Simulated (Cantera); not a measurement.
Input: 1 mol Al, 360 mol NH3, 410 mol N2, held at 1273 K and 10.0 mbar.

Method: chemical equilibrium by Gibbs-energy minimisation in Cantera with the NASA 1993 tables (ideal gas, pure condensed phases). Candidate condensed phases: Al, AlN; 13 gas species. The numbers say what is thermodynamically allowed, not how fast it happens.

Base state: N2 0.522, H2 0.478 (mole fractions); condensed: AlN(s).

What changes in the equilibrium state with this change: Al replaced by AlCl3?


```json
[
 {"species": "N2", "before": "0.522", "after": "0.521"},
 {"species": "H2", "before": "0.478", "after": "0.476"},
 {"species": "HCl", "before": "0", "after": "0.00265"},
 {"species": "AlN(s), mol", "before": "1.00", "after": "0.996"}
]
```
Further candidate phases: AlCl3, NH4Cl.
